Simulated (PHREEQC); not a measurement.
A solution holds 0.19 mol NiSO4, 0.00036 mol CaCl2, 0.00014 mol NaF and 0.00012 mol NaCl per kg of water, at 25 °C. Closed to the air; pH follows from the charge balance.

Computed with PHREEQC (ion-association model, wateq4f.dat).

Precipitation was switched off in this run.

Q: Estimate the pH, ionic strength.

A: pH 5.97; ionic strength 0.366 mol/kgw.

Q: In which forms is Ca present?

A: CaSO4 52 %, Ca+2 48 % of the Ca.

Species that the database lacks are ignored.
